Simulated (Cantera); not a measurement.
A Cantera script and what it prints.

```python
import numpy as np
import cantera as ct

gas_names = """
    C CH CH2 CH3 CH2OH CH3O CH4 CH3OH CO CO2 COOH C2 C2H CHCO,ketyl C2H2,acetylene C2H2,vinylidene
    CH2CO,ketene C2H3,vinyl CH3CO,acetyl C2H4 C2H4O,ethylen CH3CHO,ethanal CH3COOH (HCOOH)2 C2H5 C2H6
    CH3OCH3 C2H5OH C2O C3 C3H3,propargyl C3H4,allene C3H4,propyne C3H4,cyclo- C3H5,allyl C3H6,propylene
    C3H6,cyclo- C3H6O C3H7,n-propyl C3H7,i-propyl C3H8 C3H8O,1propanol C3H8O,2propanol C3O2 C4 C4H2
    C4H4,1,3-cyclo- C4H6,butadiene C4H6,2-butyne C4H6,cyclo- C4H8,1-butene C4H8,cis2-buten
    C4H8,tr2-butene C4H8,isobutene C4H8,cyclo- (CH3COOH)2 C4H9,n-butyl C4H9,i-butyl C4H9,s-butyl
    C4H9,t-butyl C4H10,isobutane C4H10,n-butane C5 C5H6,1,3cyclo- C5H8,cyclo- C5H10,1-pentene
    C5H10,cyclo- C5H11,pentyl C5H11,t-pentyl C5H12,n-pentane C5H12,i-pentane CH3C(CH3)2CH3 C6H2
    C6H5,phenyl C6H5O,phenoxy C6H6 C6H5OH,phenol C6H10,cyclo- C6H12,1-hexene C6H12,cyclo- C6H13,n-hexyl
    C7H7,benzyl C7H8 C7H8O,cresol C7H14,1-heptene C7H15,n-heptyl C7H16,n-heptane C8H8,styrene
    C8H10,ethylbenz C8H16,1-octene C8H17,n-octyl C8H18,isooctane C8H18,n-octane C9H19,n-nonyl
    C10H8,naphthale C10H21,n-decyl C12H9,o-bipheny C12H10,bipheny H HCO HO2 H2 HCHO,formaldehy HCOOH H2O
    H2O2 O OH O2 O3 Ta TaO TaO2
""".split()
cond_names = """
    C(gr) C6H6(L) C7H8(L) C8H18(L),n-octa H2O(s) H2O(L) Ta(cr) Ta(L) TaC(s) TaC(L) Ta2O5(s) Ta2O5(L)
""".split()


def load(file, names, dense=False):
    # The tables refer to 1 bar. Condensed volumes are neglected.
    table = {s.name: s for s in ct.Species.list_from_file(file)}
    out = []
    for n in names:
        d = dict(table[n].input_data)
        d["thermo"] = dict(d["thermo"], **{"reference-pressure": 1e5})
        if dense:
            d["equation-of-state"] = {"model": "constant-volume", "density": "1e6 g/cm^3"}
        out.append(ct.Species.from_dict(d))
    return out


gas = ct.Solution(thermo="ideal-gas", species=load("nasa_gas.yaml", gas_names))
cond = {s.name: ct.Solution(thermo="fixed-stoichiometry", species=[s], name=s.name)
        for s in load("nasa_condensed.yaml", cond_names, dense=True)}
atoms = {
    'Ta(OEt)5': {'Ta': 1, 'C': 10, 'H': 25, 'O': 5},
    'CH4': {'C': 1, 'H': 4},
    'H2': {'H': 2},
}
top_T = {'C(gr)': 4500}  # K; cautious upper limits of use, not melting points


def equilibrate(T, P, feed):
    n = {}
    for name, mol in feed.items():
        for a, k in atoms[name].items():
            n[a] = n.get(a, 0.0) + k * mol
    gas.TPX = T, P, n
    mass = sum(n.values()) * gas.mean_molecular_weight
    gas.equilibrate("TP")
    valid = [c for c in cond.values() if c.min_temp <= T <= top_T.get(c.name, c.max_temp)]
    mix = ct.Mixture([(gas, mass / gas.mean_molecular_weight)] + [(c, 0.0) for c in valid])
    mix.T, mix.P = T, P
    mix.equilibrate("TP", solver="vcs", rtol=1e-11, max_steps=5000)
    return mix


results = []
feed = {'Ta(OEt)5': 1, 'CH4': 0.67, 'H2': 2.7}  # mol
P = 1333.22  # Pa
for T in [1548, 1648, 1748, 1848, 1948, 2048, 2148, 2248, 2348]:
    mix = equilibrate(T, P, feed)
    results.append((T, P, feed, dict(zip(mix.species_names, mix.species_moles))))
    x = sorted(zip(gas.X, gas.species_names), reverse=True)
    print(f"T = {T:g} K  P = {P:g} Pa  gas = {mix.phase_moles(0):.4g} mol")
    print("   x: " + "  ".join(f"{s} {v:.3e}" for v, s in x if v > 0.0001))
    print("   condensed (mol): " + ("  ".join(f"{mix.phase(i).name} {mix.phase_moles(i):.4g}"
          for i in range(1, mix.n_phases) if mix.phase_moles(i) > 1e-12) or "none"))
```

It prints:

```
T = 1548 K  P = 1333.22 Pa  gas = 21.54 mol
   x: H2 7.676e-01  CO 2.321e-01  H 2.337e-04
   condensed (mol): C(gr) 4.669  TaC(s) 1
T = 1648 K  P = 1333.22 Pa  gas = 21.55 mol
   x: H2 7.672e-01  CO 2.320e-01  H 6.755e-04
   condensed (mol): C(gr) 4.668  TaC(s) 1
T = 1748 K  P = 1333.22 Pa  gas = 21.56 mol
   x: H2 7.662e-01  CO 2.319e-01  H 1.732e-03
   condensed (mol): C(gr) 4.666  TaC(s) 1
T = 1848 K  P = 1333.22 Pa  gas = 21.58 mol
   x: H2 7.641e-01  CO 2.317e-01  H 4.014e-03  C2H2,acetylene 1.968e-04
   condensed (mol): C(gr) 4.661  TaC(s) 1
T = 1948 K  P = 1333.22 Pa  gas = 21.63 mol
   x: H2 7.599e-01  CO 2.311e-01  H 8.531e-03  C2H2,acetylene 4.096e-04
   condensed (mol): C(gr) 4.652  TaC(s) 1
T = 2048 K  P = 1333.22 Pa  gas = 21.72 mol
   x: H2 7.522e-01  CO 2.302e-01  H 1.682e-02  C2H2,acetylene 7.886e-04
   condensed (mol): C(gr) 4.636  TaC(s) 1
T = 2148 K  P = 1333.22 Pa  gas = 21.88 mol
   x: H2 7.390e-01  CO 2.285e-01  H 3.103e-02  C2H2,acetylene 1.415e-03
   condensed (mol): C(gr) 4.608  TaC(s) 1
T = 2248 K  P = 1333.22 Pa  gas = 22.14 mol
   x: H2 7.178e-01  CO 2.259e-01  H 5.391e-02  C2H2,acetylene 2.378e-03
   condensed (mol): C(gr) 4.564  TaC(s) 1
T = 2348 K  P = 1333.22 Pa  gas = 22.54 mol
   x: H2 6.858e-01  CO 2.218e-01  H 8.857e-02  C2H2,acetylene 3.748e-03
   condensed (mol): C(gr) 4.499  TaC(s) 1
```

Cantera equilibrium calculation (NASA polynomials, part measured and part estimated; ideal gas, pure solids and liquids). The feed counts by its element totals alone. TaC: taken at fixed stoichiometry. Condensed phases not in the tables: Ta2C.
